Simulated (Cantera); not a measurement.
A Cantera script and what it prints.

```python
import numpy as np
import cantera as ct

gas_names = """
    AL ALCL ALCL2 ALCL3 ALH ALN AL2 AL2CL6 CL CL2 H HCL H2 N NH NH2 NH3 N2 N2H2 N2H4
""".split()
cond_names = """
    AL(cr) AL(L) ALCL3(s) ALCL3(L) ALN(s) NH4CL(a) NH4CL(b)
""".split()


# ... load() reads the species with a 1 bar reference pressure and builds the phases ...
atoms = {
    'AlCl3': {'AL': 1, 'CL': 3},
    'HCl': {'H': 1, 'CL': 1},
    'N2': {'N': 2},
}
top_T = {'ALN(s)': 2750}  # K; cautious upper limits of use, not melting points


# ... equilibrate(T, P, feed) seeds the gas with the atoms and calls Mixture.equilibrate('TP', solver="vcs", rtol=1e-11, max_steps=5000) ...
results = []
feed = {'AlCl3': 1, 'HCl': 6.1, 'N2': 17}  # mol
T = 1498.15  # K
P = 6200  # Pa
mix = equilibrate(T, P, feed)
results.append((T, P, feed, dict(zip(mix.species_names, mix.species_moles))))
x = sorted(zip(gas.X, gas.species_names), reverse=True)
print(f"T = {T:g} K  P = {P:g} Pa  gas = {mix.phase_moles(0):.4g} mol")
print("   x: " + "  ".join(f"{s} {v:.3e}" for v, s in x if v > 0.0001))
print("   condensed (mol): " + ("  ".join(f"{mix.phase(i).name} {mix.phase_moles(i):.4g}"
      for i in range(1, mix.n_phases) if mix.phase_moles(i) > 1e-12) or "none"))
```

Result:

```
T = 1498.15 K  P = 6200 Pa  gas = 24.11 mol
   x: N2 7.051e-01  HCL 2.523e-01  ALCL3 4.145e-02  CL 7.368e-04  H2 3.644e-04
   condensed (mol): none
```

Cantera equilibrium calculation (NASA polynomials, part measured and part estimated; ideal gas, pure solids and liquids). The tables' values for AlCl2 are old estimates; treat these amounts as uncertain.
